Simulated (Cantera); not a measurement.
A closed system holds: 1 mol Cu2O, 0.82 mol CH4, 0.017 mol CO, 1.7 mol C, held at 1398 K and 0.255 Torr.

Method: chemical equilibrium by Gibbs-energy minimisation in Cantera with the NASA 1993 tables (ideal gas, pure condensed phases). Candidate condensed phases: C, C6H6, C7H8, C8H18, Cu, CuO, Cu(OH)2, Cu2O, H2O; 113 gas species. Rates play no part.

### Question
What is the equilibrium state?

### Answer
```
Property                                   Value
-------------------------------------  ---------
x(H2)                                      0.615
x(CO)                                      0.381
x(Cu)                                    0.00382
x(H)                                    0.000201
x(C2H2 (acetylene))                      1.51e-6
n(C(graphite))                          1.52 mol
n(Cu(l))                                1.99 mol
gas amount                             2.667 mol
log10 activity of Cu(OH)2(s) (absent)     -25.08
```
